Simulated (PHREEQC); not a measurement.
Dissolve 0.008 mol FeSO4, 0.24 mol CaCl2, 0.04 mol NaH2PO4 and 0.0057 mol NaCl per kg of water at 75 °C. Closed to the air; pH follows from the charge balance.

Model: ion-association model with the Debye-Hückel limiting law, phreeqc.dat, run in PHREEQC.

No solid was allowed to form.

Task: Predict the pH, activity of water.

Result: pH 3.92; activity of water 0.986.

Task: In which forms is Fe present?

Result: Fe+2 85 %, FeH2PO4+ 14 %, FeCl+ 0.6 % of the Fe.

Caution: at this ionic strength the ion-association model is outside its range; a Pitzer model would be the better tool where its parameters exist. Complexes and solids missing from the database can't appear. Away from 25 °C the constants follow the database's enthalpies or fits; those with neither stay at their 25 °C values.
